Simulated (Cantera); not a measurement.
An adiabatic, constant-volume homogeneous reactor starts with CO : H2 : O2 : N2 = 1 : 0.35 : 0.675 : 2.54 (molar parts), at 1700 K and 4.93 atm. Integrator tolerance rtol = 1e-08.

Model: GRI-Mech 3.0 (53 species, 325 reactions), integrated in Cantera. The hydrogen kinetics of GRI-Mech 3.0 are dated; newer H2 mechanisms differ, most at raised pressure. Above 3000 K some thermodynamic fits are extrapolated.

Question: What does this change do: pressure from 4.93 atm to 9.87 atm?

Answer: 
```tsv
quantity	before	after
time of steepest temperature rise	2.47 µs	1.24 µs
temperature at 3.00 s	3091 K	3160 K
equilibrium temperature	3091 K	3160 K
x(CO) at 3.00 s	0.107 (gas-phase equilibrium 0.107)	0.102 (gas-phase equilibrium 0.102)
x(H2) at 3.00 s	0.00685 (gas-phase equilibrium 0.00685)	0.00633 (gas-phase equilibrium 0.00633)
x(O2) at 3.00 s	0.0383 (gas-phase equilibrium 0.0383)	0.0359 (gas-phase equilibrium 0.0359)
x(N2O) at 3.00 s	2.83e-6 (gas-phase equilibrium 2.83e-6)	4.27e-6 (gas-phase equilibrium 4.27e-6)
x(CO2) at 3.00 s	0.132 (gas-phase equilibrium 0.132)	0.138 (gas-phase equilibrium 0.138)
x(H2O) at 3.00 s	0.0638 (gas-phase equilibrium 0.0638)	0.0657 (gas-phase equilibrium 0.0657)
```

Question: What does this change do: initial temperature 1700 to 1448 K?

Answer: 
```
quantity                                                            before                                    after
---------------------------------  ---------------------------------------  ---------------------------------------
time of steepest temperature rise                                  2.47 µs                                  5.09 µs
temperature at 3.00 s                                               3091 K                                   3033 K
equilibrium temperature                                             3091 K                                   3033 K
x(CO) at 3.00 s                        0.107 (gas-phase equilibrium 0.107)    0.0953 (gas-phase equilibrium 0.0953)
x(H2) at 3.00 s                    0.00685 (gas-phase equilibrium 0.00685)  0.00593 (gas-phase equilibrium 0.00593)
x(O2) at 3.00 s                      0.0383 (gas-phase equilibrium 0.0383)    0.0347 (gas-phase equilibrium 0.0347)
x(N2O) at 3.00 s                   2.83e-6 (gas-phase equilibrium 2.83e-6)  2.71e-6 (gas-phase equilibrium 2.71e-6)
x(CO2) at 3.00 s                       0.132 (gas-phase equilibrium 0.132)      0.146 (gas-phase equilibrium 0.146)
x(H2O) at 3.00 s                     0.0638 (gas-phase equilibrium 0.0638)    0.0678 (gas-phase equilibrium 0.0678)
```
